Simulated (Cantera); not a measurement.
What does this Cantera script print?

```python
import numpy as np
import cantera as ct

gas_names = """
    C CH CH2 CH3 CH2OH CH3O CH4 CH3OH CN CO CO2 COOH C2 C2H CHCO,ketyl C2H2,acetylene C2H2,vinylidene
    CH2CO,ketene C2H3,vinyl CH3CN CH3CO,acetyl C2H4 C2H4O,ethylen CH3CHO,ethanal CH3COOH (HCOOH)2 C2H5
    C2H6 CH3OCH3 C2H5OH CCN CNC C2N2 C2O C3 C3H3,propargyl C3H4,allene C3H4,propyne C3H4,cyclo-
    C3H5,allyl C3H6,propylene C3H6,cyclo- C3H6O C3H7,n-propyl C3H7,i-propyl C3H8 C3H8O,1propanol
    C3H8O,2propanol C3O2 C4 C4H2 C4H4,1,3-cyclo- C4H6,butadiene C4H6,2-butyne C4H6,cyclo- C4H8,1-butene
    C4H8,cis2-buten C4H8,tr2-butene C4H8,isobutene C4H8,cyclo- (CH3COOH)2 C4H9,n-butyl C4H9,i-butyl
    C4H9,s-butyl C4H9,t-butyl C4H10,isobutane C4H10,n-butane C4N2 C5 C5H6,1,3cyclo- C5H8,cyclo-
    C5H10,1-pentene C5H10,cyclo- C5H11,pentyl C5H11,t-pentyl C5H12,n-pentane C5H12,i-pentane
    CH3C(CH3)2CH3 C6H2 C6H5,phenyl C6H5O,phenoxy C6H6 C6H5OH,phenol C6H10,cyclo- C6H12,1-hexene
    C6H12,cyclo- C6H13,n-hexyl C7H7,benzyl C7H8 C7H8O,cresol C7H14,1-heptene C7H15,n-heptyl
    C7H16,n-heptane C8H8,styrene C8H10,ethylbenz C8H16,1-octene C8H17,n-octyl C8H18,isooctane
    C8H18,n-octane C9H19,n-nonyl C10H8,naphthale C10H21,n-decyl C12H9,o-bipheny C12H10,bipheny H HCN HCO
    HCCN HNC HNCO HNO HNO2 HNO3 HO2 H2 HCHO,formaldehy HCOOH H2O H2O2 N NCO NH NH2 NH3 NH2OH NO NO2 NO3
    N2 N2H2 N2H4 N2O O OH O2 O3
""".split()
cond_names = """
    C(gr) C6H6(L) C7H8(L) C8H18(L),n-octa H2O(s) H2O(L)
""".split()


def load(file, names, dense=False):
    # The tables refer to 1 bar. Condensed volumes are neglected.
    table = {s.name: s for s in ct.Species.list_from_file(file)}
    out = []
    for n in names:
        d = dict(table[n].input_data)
        d["thermo"] = dict(d["thermo"], **{"reference-pressure": 1e5})
        if dense:
            d["equation-of-state"] = {"model": "constant-volume", "density": "1e6 g/cm^3"}
        out.append(ct.Species.from_dict(d))
    return out


gas = ct.Solution(thermo="ideal-gas", species=load("nasa_gas.yaml", gas_names))
cond = {s.name: ct.Solution(thermo="fixed-stoichiometry", species=[s], name=s.name)
        for s in load("nasa_condensed.yaml", cond_names, dense=True)}
atoms = {
    'n-butane': {'C': 4, 'H': 10},
    'O2': {'O': 2},
    'N2': {'N': 2},
}
top_T = {'C(gr)': 4500}  # K; cautious upper limits of use, not melting points


def equilibrate(T, P, feed):
    n = {}
    for name, mol in feed.items():
        for a, k in atoms[name].items():
            n[a] = n.get(a, 0.0) + k * mol
    gas.TPX = T, P, n
    mass = sum(n.values()) * gas.mean_molecular_weight
    gas.equilibrate("TP")
    valid = [c for c in cond.values() if c.min_temp <= T <= top_T.get(c.name, c.max_temp)]
    mix = ct.Mixture([(gas, mass / gas.mean_molecular_weight)] + [(c, 0.0) for c in valid])
    mix.T, mix.P = T, P
    mix.equilibrate("TP", solver="vcs", rtol=1e-11, max_steps=5000)
    return mix


results = []
feed = {'n-butane': 1, 'O2': 0.03, 'N2': 35}  # mol
T = 2550  # K
P = 140000  # Pa
mix = equilibrate(T, P, feed)
results.append((T, P, feed, dict(zip(mix.species_names, mix.species_moles))))
print(gas.report(threshold=0.0001))
for i in range(1, mix.n_phases):
    print(f"{mix.phase(i).name:16s} {mix.phase_moles(i):12.5e} mol")
```

Result:

```
       temperature   2550 K
          pressure   1.4e+05 Pa
           density   0.16524 kg/m^3
  mean mol. weight   25.024 kg/kmol
   phase of matter   gas

                          1 kg             1 kmol
                     ---------------   ---------------
          enthalpy         3.304e+06        8.2678e+07  J
   internal energy        2.4567e+06        6.1476e+07  J
           entropy             10244        2.5635e+05  J/K
    Gibbs function       -2.2819e+07       -5.7102e+08  J
 heat capacity c_p            1487.6             37226  J/K
 heat capacity c_v            1155.4             28912  J/K

                      mass frac. Y      mole frac. X     chem. pot. / RT
                     ---------------   ---------------   ---------------
                CN        0.00012591         0.0001211           -17.112
                CO         0.0016692         0.0014913           -39.943
    C2H2,acetylene         0.0014541         0.0013975           -28.817
                 H        0.00034424         0.0085457           -11.099
               HCN          0.025933          0.024012           -28.211
               HNC         0.0032127         0.0029747           -28.211
                H2         0.0084659           0.10508           -22.198
                N2           0.95858           0.85626           -27.606
     [ +128 minor]        0.00021886        0.00011628

C(gr)             2.72718e+00 mol
```

Method: chemical equilibrium by Gibbs-energy minimisation in Cantera with the NASA 1993 tables (ideal gas, pure condensed phases).
